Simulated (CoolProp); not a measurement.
Vapour-liquid equilibrium of ethanol (1) + hexamethyldisiloxane (MM) (2) at 449 K; x and y are mole fractions of (1).

Computed with CoolProp (multi-fluid Helmholtz-energy mixture model, Schroeder 2014 and Thol 2016; pair parameters Bell 2016).

### Question
Give the bubble pressure and the first vapour's composition at x = 0.05, 0.65, 0.75. Is there an azeotrope?

### Answer
x = 0.05: 731.8 kPa, y = 0.183; x = 0.65: 1561 kPa, y = 0.762; x = 0.75: 1640 kPa, y = 0.824. No azeotrope shows between x = 0.05 and 0.95.

Pair parameters are fitted to limited data, so mixtures are less certain than the pure fluids.
